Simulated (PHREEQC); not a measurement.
Solution (5 °C): 0.036 mol/kgw CuCl2 and 0.00062 mol/kgw HBF4. Closed to the air; pH follows from the charge balance.

Computed with PHREEQC (ion-association model, wateq4f.dat).

| quantity | before | after |
|---|---|---|
| pH | 2.96 | 3.10 |
| ionic strength (mol/kgw) | 0.107 | 0.0889 |
| F- (mol/kgw) | 0.00100 | 0.000759 |
| HF (mol/kgw) | 0.000866 | 0.00146 |
| H3BO3 (mol/kgw) | 0.000508 | 0.000598 |
| BF4- (mol/kgw) | 7.45e-5 | 6.05e-6 |

### Question
What was changed between the two runs?
(A) HBF4 from 0.00062 to 0.0031 mol/kgw
(B) CuCl2 from 0.036 to 0.0396 mol/kgw
(C) temperature from 5 to 65 °C
(D) 0.007 mol/kgw KHF2 added
(E) CuCl2 replaced by RbCl at the same molality

### Answer
C, temperature from 5 to 65 °C

Precipitation was switched off in this run. At this temperature some constants are extrapolated from 25 °C, and those without enthalpy data are left unchanged. Real BF4- forms and hydrolyses slowly; the run takes it at equilibrium.
